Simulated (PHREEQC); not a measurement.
Dissolve 0.11 mol HF, 9.9e-05 mol NaF, 6.1e-05 mol (NH4)2SiF6 and 0.00055 mol H2SO4 per kg of water at 15 °C. Closed to the air; pH follows from the charge balance.

The numbers come from PHREEQC with the ion-association model, phreeqc.dat.

Precipitation was switched off in this run.

Question: Order these F species by the share of F that they hold, largest first: HF2-, HF, SiF6-2, F-.

Answer: HF (87 %), F- (7.4 %), HF2- (5.0 %), SiF6-2 (0.33 %)

The pH is 1.98 and the ionic strength 0.0123 mol/kgw. SiF6-2 is the database's only silicon fluoride.
